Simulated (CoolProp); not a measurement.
1-butene along the isotherm 236.2 K: Z from the reference equation and from simpler models built on Tc = 419.3 K, pc = 40.06 bar, ω = 0.192; each cubic takes its own stable root.

Model: reference Helmholtz-energy equation of state, Lemmon 2005, in CoolProp. It is a short technical equation, of lower accuracy than the large ones.

```tsv
p (bar)	phase	reference
0.633	liquid	0.002741
0.955	liquid	0.004135
1.44	liquid	0.006235
2.17	liquid	0.009394
3.28	liquid	0.01420
4.95	liquid	0.02142
7.47	liquid	0.03231
11.3	liquid	0.04885
17	liquid	0.07344
25.6	liquid	0.1105
38.7	liquid	0.1667
58.3	liquid	0.2504
88	liquid	0.3765
133	liquid	0.5657
200	liquid	0.8440
```

**Question.** How far does each simpler model (Redlich-Kwong, Peng-Robinson) lie from the reference over these 15 states: mean and median of the absolute difference, and the worst?

**Answer.** 
- Redlich-Kwong: mean 9.4 %, median 9.6 %, worst +9.7 % at 236.2 K and 0.633 bar
- Peng-Robinson: mean 4.4 %, median 4.4 %, worst -4.5 % at 236.2 K and 133 bar
